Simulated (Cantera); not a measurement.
Charge: 1 mol CH3F, 0.62 mol H2, 0.4 mol F2, held at 133 Pa.

Cantera equilibrium calculation (NASA polynomials, part measured and part estimated; ideal gas, pure solids and liquids). Candidate condensed phases: C, C6H6, C7H8, C8H18; 95 gas species. Rates play no part.

At 1973 K, list the 5 most abundant gas species with their mole fractions, and the condensed phases.

HF 0.589, H2 0.388, H 0.0230, C2H2 (acetylene) 0.000248, F 1.29e-5. Condensed: C(graphite).
